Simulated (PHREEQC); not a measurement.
Na2SO4 is added in steps, without added water, to 1 kg of water holding 0.0014 mol K2CO3, 0.069 mol Fe(NO3)3 and 0.00016 mol H3BO3, at 25 °C. O2 is buffered at 0.21 atm. No CO2 enters from the air. The run lets Fe(OH)3(a), Jarosite-K, Jarosite-Na, Mirabilite, Nahcolite, Natron precipitate or redissolve, and no other solid.

Base run: PHREEQC, ion-association model, wateq4f.dat. Each further column changes one thing. The table gives pH.

```
Na2SO4 added (mol)  base  Davies equation for every ion  all activity coefficients set to 1  metal-ligand complexes left out
------------------  ----  -----------------------------  ----------------------------------  -------------------------------
0                   1.73                           1.86                                1.67                             1.73
0.041               1.70                           1.74                                1.47                             1.44
0.082               1.69                           1.72                                1.58                             1.37
0.123               1.74                           1.76                                1.68                             1.38
0.164               1.78                           1.80                                1.76                             1.42
0.205               1.81                           1.83                                1.81                             1.48
0.246               1.83                           1.86                                1.86                             1.54
0.287               1.85                           1.89                                1.89                             1.60
0.328               1.87                           1.92                                1.92                             1.65
0.369               1.89                           1.94                                1.95                             1.70
0.41                1.90                           1.96                                1.97                             1.74
```

The ionic strength passes 0.7 mol/kgw, the rough limit of the ion-association models, in part of: base; Davies equation for every ion; metal-ligand complexes left out.
